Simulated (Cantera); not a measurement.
An isothermal, constant-pressure homogeneous reactor starts with CH4 : CO2 = 1 : 1.4 (molar parts), at 1423 K and 890000 Pa.

Model: GRI-Mech 3.0 (53 species, 325 reactions), integrated in Cantera.

Question: Predict: x(CH4) at 9.00 s; x(CO2) at 9.00 s; x(H) at 9.00 s; x(H2) at 9.00 s; x(HCO) at 9.00 s.

Answer: 
```
Item                                               Result
----------------  ---------------------------------------
x(CH4) at 9.00 s   0.135 (gas-phase equilibrium 0.000496)
x(CO2) at 9.00 s     0.203 (gas-phase equilibrium 0.0333)
x(H) at 9.00 s    7.72e-7 (gas-phase equilibrium 1.41e-6)
x(H2) at 9.00 s       0.119 (gas-phase equilibrium 0.396)
x(HCO) at 9.00 s  4.87e-9 (gas-phase equilibrium 1.43e-8)
```
